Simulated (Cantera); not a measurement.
Feed: 1 mol SiCl₄, 0.017 mol CH₄, 20 mol H₂, held at 2200 °C and 1.00 bar.

Equilibrium computed with Cantera from the NASA thermochemical tables; the gas is ideal and each condensed phase is pure. Candidate condensed phases: C, C₆H₆, C₇H₈, C₈H₁₈, Si, SiC; 109 gas species. The tables' values for SiCl, SiCl₃ are old estimates; treat these amounts as uncertain. Gases not in the tables: Si₂H₆ and higher silanes. Kinetics and transport are ignored.

Base state: H₂ 0.822, HCl 0.120, SiCl₂ 0.0265, H 0.0202, Si 0.00387, SiCl 0.00240, Cl 0.00210, SiH 0.000966 (mole fractions); condensed: Si(l).

Task: What changes in the equilibrium state with this change: temperature from 2200 °C to 1402 °C?

Result: 
| species | before | after |
|---|---|---|
| H₂ | 0.822 | 0.865 |
| HCl | 0.120 | 0.0933 |
| SiCl₂ | 0.0265 | 0.0363 |
| H | 0.0202 | 0.000108 |
| Si₂C | 0.000342 | 2.25e-9 |
| Si₂ | 9.92e-5 | 1.69e-9 |
| Si(l), mol | 0.200 | 0 |
| Si(s), mol | 0 | 0.0686 |
| SiC(s), mol | 0 | 0.0167 |
Mutual solubility and eutectic melting of coexisting phases are not modelled. The tables' values for SiCl₃ are old estimates; treat these amounts as uncertain.
